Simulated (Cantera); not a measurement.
# Transport properties of process gases

Gas mixture: H2 : CO2 = 0.9 : 0.8 (molar parts), at 1.00 atm, frozen composition.

Cantera's kinetic-theory transport with the Lennard-Jones parameters of GRI-Mech 3.0, ideal gas; thermal conductivity in the multicomponent form.

| T (K) | ρ (kg/m³) | cp (J/kg/K) | μ (µPa s) | λ (mW/m/K) | Pr | D (cm²/s) NO | D (cm²/s) C2H2 | D (cm²/s) CH3 |
|---|---|---|---|---|---|---|---|---|
| 400 | 0.663 | 1604 | 19.7 | 87.9 | 0.360 | 0.450 | 0.365 | 0.491 |
| 500 | 0.531 | 1676 | 23.8 | 106 | 0.377 | 0.666 | 0.548 | 0.730 |
| 600 | 0.442 | 1734 | 27.5 | 122 | 0.390 | 0.913 | 0.758 | 1.01 |
| 700 | 0.379 | 1785 | 30.9 | 138 | 0.399 | 1.19 | 0.994 | 1.31 |
| 800 | 0.332 | 1831 | 34.1 | 154 | 0.405 | 1.49 | 1.25 | 1.65 |
| 900 | 0.295 | 1873 | 37.1 | 170 | 0.409 | 1.82 | 1.54 | 2.02 |
| 1000 | 0.265 | 1907 | 40.0 | 185 | 0.412 | 2.17 | 1.84 | 2.41 |
D: mixture-averaged diffusion coefficient of that species in the mixture.
